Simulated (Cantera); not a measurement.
Boron, boron nitride and boron oxide: BF3 + O2 + N2

Charge: 1 mol BF3, 3.3 mol O2, 3.2 mol N2, at 1900 °C and 1.00 bar.

Method: chemical equilibrium by Gibbs-energy minimisation in Cantera with the NASA 1993 tables (ideal gas, pure condensed phases). Candidate condensed phases: B, BN, B2O3; 31 gas species. Equilibrium is a limit: real reactors are often held back by kinetics, nucleation or transport.

```json
{
  "x(O2)": "0.430",
  "x(N2)": "0.419",
  "x(BF3)": "0.130",
  "x(NO)": "0.0124",
  "x(F)": "0.00455",
  "x(BOF)": "0.00219",
  "x(O)": "0.00149",
  "x(BOF2)": "0.000158",
  "x(NO2)": "2.36e-5",
  "gas_amount": "7.531 mol",
  "log10 activity of B(s) (absent)": "-13.85"
}
```
